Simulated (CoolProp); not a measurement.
Vapour-liquid equilibrium of R143a (1) + R1234yf (2) at 233 K; x and y are mole fractions of (1).

Values from CoolProp's multi-fluid Helmholtz-energy mixture model, Lemmon and Jacobsen 2000 and Lemmon 2022; pair parameters Bell 2016.

| x | bubble pressure, mixture model (MPa) | bubble pressure, Raoult's law (MPa) | y, mixture model | y, Raoult's law |
|---|---|---|---|---|
| 0.05 | [?] | 0.06567 | [?] | 0.107 |
| 0.15 | [?] | 0.07351 | 0.295 | 0.286 |
| 0.25 | 0.08368 | 0.08135 | 0.435 | 0.431 |
| 0.35 | 0.09173 | 0.08919 | 0.548 | 0.550 |
| 0.45 | 0.09951 | 0.09703 | [?] | 0.650 |
| 0.55 | 0.1071 | 0.1049 | [?] | 0.735 |
| 0.65 | 0.1145 | 0.1127 | 0.796 | 0.808 |
| 0.75 | [?] | 0.1206 | 0.860 | 0.872 |
| 0.85 | 0.1292 | 0.1284 | 0.919 | 0.928 |
| 0.95 | 0.1365 | 0.1362 | 0.974 | 0.977 |

Q: Complete the blanks.

A: 
- 0.05, bubble pressure, mixture model (MPa): 0.06639
- 0.05, y, mixture model: 0.114
- 0.15, bubble pressure, mixture model (MPa): 0.07526
- 0.45, y, mixture model: 0.642
- 0.55, y, mixture model: 0.724
- 0.75, bubble pressure, mixture model (MPa): 0.1219

The largest gap from Raoult's law is +2.9 % in bubble pressure, at x = 0.25. No azeotrope shows between x = 0.05 and 0.95.

The pair parameters rest on a limited set of measurements; away from them the model extrapolates.
